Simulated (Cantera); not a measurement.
A perfectly stirred reactor is fed with 60.6 % N2O, 0.582 % H2, 38.8 % N2, at 0.987 atm; it is held at 1175 K, and followed from long to short residence time.

Detailed kinetics in Cantera: GRI-Mech 3.0 (53 species, 325 reactions). GRI-Mech 3.0 was tuned for natural gas; its chemistry of N2O as a main component is partial and can be far from experiment. The mechanism lacks the step 2 NO + O2 → 2 NO2, which can matter for NO2 below about 1400 K. The temperature is held fixed by assumption; the heat of reaction is taken as removed at once.

x: mole fraction; the columns are a selection and need not sum to one.

```csv
τ (s),x N2O,x H2,x NO,x O,x O2,x H,x H2O2
3.8,0.240,1.16e-5,0.0191,7.25e-7,0.129,1.90e-9,4.29e-9
1.9,0.333,2.14e-5,0.0155,8.47e-7,0.0947,3.52e-9,5.38e-9
0.92,0.427,4.08e-5,0.0107,9.51e-7,0.0613,7.03e-9,6.68e-9
0.45,0.498,7.67e-5,0.00656,1.03e-6,0.0360,1.43e-8,8.22e-9
0.22,0.545,?,?,1.08e-6,?,?,?
0.11,0.571,0.000253,0.00195,1.11e-6,0.0103,6.08e-8,1.31e-8
0.054,0.586,0.000451,0.000989,1.13e-6,0.00522,1.25e-7,1.81e-8
0.026,0.594,0.000803,0.000485,1.12e-6,0.00255,2.50e-7,2.80e-8
0.013,0.598,0.00135,0.000247,1.10e-6,0.00128,4.56e-7,4.61e-8
0.0063,0.601,?,?,1.06e-6,?,?,?
0.0031,0.603,0.00315,6.94e-5,1.01e-6,0.000296,1.16e-6,8.61e-8
```

Problem. What belongs in the gaps?

Solution. 
- 0.22, x H2: 0.000142
- 0.22, x NO: 0.00364
- 0.22, x O2: 0.0196
- 0.22, x H: 2.98e-8
- 0.22, x H2O2: 1.03e-8
- 0.0063, x H2: 0.00216
- 0.0063, x NO: 0.000126
- 0.0063, x O2: 0.000616
- 0.0063, x H: 7.77e-7
- 0.0063, x H2O2: 7.11e-8
